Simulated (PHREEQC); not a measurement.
A solution holds 0.054 mol H2SO4, 0.025 mol LiCl and 0.0012 mol MgSO4 per kg of water, at 25 °C. Closed to the air; pH follows from the charge balance.

Computed with PHREEQC (ion-association model, phreeqc.dat).

Task: The ionic strength comes out as 0.111 mol/kgw. What activity coefficients do Mg+2, HSO4-, H+, Cl-, Li+ get?

Result: Mg+2 0.40, HSO4- 0.78, H+ 0.82, Cl- 0.76, Li+ 0.79.

This is a speciation only: nothing precipitates in the calculation.
